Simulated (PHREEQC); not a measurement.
Solution (20 °C): 0.24 mol ZnCl2, 0.002 mol NaOH and 0.0032 mol H2SO4 per kg of water. Closed to the air; pH follows from the charge balance.

Computed with PHREEQC (ion-association model, phreeqc.dat).

```
Item                      Result
-----------------  -------------
pH                          2.49
ionic strength     0.625 mol/kgw
activity of water          0.989
density              1.028 g/cm³
total alkalinity    -4.40 meq/kg
```

```tsv
species	molality	activity	log γ
Cl-	0.421	0.268	-0.195
Zn+2	0.194	0.0389	-0.697
ZnCl+	0.0353	0.0225	-0.196
ZnCl2	0.00536	0.00618	0.062
H+	0.00431	0.00327	-0.120
ZnCl3-	0.00284	0.00181	-0.196
Na+	0.00200	0.00144	-0.143
ZnSO4	0.00182	0.00210	0.062
SO4-2	0.00126	0.000239	-0.722
ZnCl4-2	0.00116	0.000233	-0.697
HSO4-	9.18e-5	6.83e-5	-0.128
Zn(SO4)2-2	1.39e-5	4.24e-6	-0.514
NaSO4-	2.45e-6	1.67e-6	-0.167
ZnOHCl	9.06e-8	1.05e-7	0.062
```

No solid was allowed to form.
